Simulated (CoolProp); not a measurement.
Aqueous potassium acetate as a coolant, 42 % by mass, freezing at -46.3 °C, 1 atm.

The numbers come from the Melinder's fits for secondary coolants in CoolProp.

```json
[
 {"T (°C)": "-22", "density (kg/m³)": "1245", "conductivity (W/(m K))": "0.420", "viscosity (mPa s)": "21.7", "cp (kJ/(kg K))": "2.800"},
 {"T (°C)": "-16.1", "density (kg/m³)": "1243", "conductivity (W/(m K))": "0.426", "viscosity (mPa s)": "15.4", "cp (kJ/(kg K))": "2.815"},
 {"T (°C)": "-10.2", "density (kg/m³)": "1240", "conductivity (W/(m K))": "0.432", "viscosity (mPa s)": "11.3", "cp (kJ/(kg K))": "2.830"},
 {"T (°C)": "-4.3", "density (kg/m³)": "1238", "conductivity (W/(m K))": "0.439", "viscosity (mPa s)": "8.64", "cp (kJ/(kg K))": "2.845"},
 {"T (°C)": "1.6", "density (kg/m³)": "1236", "conductivity (W/(m K))": "0.445", "viscosity (mPa s)": "6.79", "cp (kJ/(kg K))": "2.860"},
 {"T (°C)": "7.5", "density (kg/m³)": "1233", "conductivity (W/(m K))": "0.451", "viscosity (mPa s)": "(withheld)", "cp (kJ/(kg K))": "2.874"},
 {"T (°C)": "13.4", "density (kg/m³)": "1230", "conductivity (W/(m K))": "0.457", "viscosity (mPa s)": "4.52", "cp (kJ/(kg K))": "2.890"},
 {"T (°C)": "19.4", "density (kg/m³)": "(withheld)", "conductivity (W/(m K))": "0.464", "viscosity (mPa s)": "3.79", "cp (kJ/(kg K))": "2.905"},
 {"T (°C)": "25.3", "density (kg/m³)": "1224", "conductivity (W/(m K))": "0.470", "viscosity (mPa s)": "(withheld)", "cp (kJ/(kg K))": "2.921"},
 {"T (°C)": "31.2", "density (kg/m³)": "1221", "conductivity (W/(m K))": "0.476", "viscosity (mPa s)": "2.80", "cp (kJ/(kg K))": "2.936"},
 {"T (°C)": "37.1", "density (kg/m³)": "1218", "conductivity (W/(m K))": "0.482", "viscosity (mPa s)": "2.44", "cp (kJ/(kg K))": "2.952"}
]
```

Question: Some entries are withheld; supply them.

Answer: 
- 7.5, viscosity (mPa s): 5.48
- 19.4, density (kg/m³): 1227
- 25.3, viscosity (mPa s): 3.24
